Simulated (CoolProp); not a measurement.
p-xylene at 403.07 K and 2.25 MPa is throttled through a valve to 0.583 MPa with no heat exchange. Each further row changes one setting.

Model: reference Helmholtz-energy equation of state, Zhou 2012, in CoolProp.

| case | temperature change (K) | final density (kg/m³) |
|---|---|---|
| as stated | +0.5 | 762 |
| outlet pressure 0.175 MPa | +0.6 | 761 |
| outlet pressure 0.758 MPa | +0.5 | 762 |
